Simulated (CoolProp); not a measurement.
Values from CoolProp's reference Helmholtz-energy equation of state, Fiedler 2023.

### Question
For tetrahydrofuran, give the phase and the cp (kJ/(kg K)), cv (kJ/(kg K)) at 437.9 K and 6.63 MPa; 437.9 K and 13.3 MPa; 437.9 K and 39.8 MPa.

### Answer
- 437.9 K and 6.63 MPa: liquid; cp 2.31, cv 1.69
- 437.9 K and 13.3 MPa: liquid; cp 2.26, cv 1.69
- 437.9 K and 39.8 MPa: liquid; cp 2.17, cv 1.69
